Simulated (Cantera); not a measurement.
Charge: 1 mol SiH₂Cl₂, 0.56 mol N₂, 0.53 mol H₂, 0.78 mol NH₃, equilibrated at 1300 K and 0.0410 bar.

Cantera equilibrium calculation (NASA polynomials, part measured and part estimated; ideal gas, pure solids and liquids). Candidate condensed phases: NH₄Cl, Si, Si₃N₄; 28 gas species. The tables' values for SiCl₃ are old estimates; treat these amounts as uncertain. The numbers say what is thermodynamically allowed, not how fast it happens.

Base state: H₂ 0.482, HCl 0.398, N₂ 0.0909, SiCl₄ 0.0225, SiCl₃ 0.00295, SiCl₂ 0.00229, SiHCl₃ 0.00124 (mole fractions); condensed: Si₃N₄(s).

Q: What changes in the equilibrium state with this change: H₂ from 0.53 to 9.5 mol?

A: 
```csv
species,before,after
H₂,0.482,0.825
HCl,0.398,0.151
N₂,0.0909,0.0227
SiCl₄,0.0225,0.000402
SiCl₂,0.00229,0.000486
SiCl₃,0.00295,0.000181
SiHCl₃,0.00124,0.000100
"Si₃N₄(s), mol",0.295,0.328
```
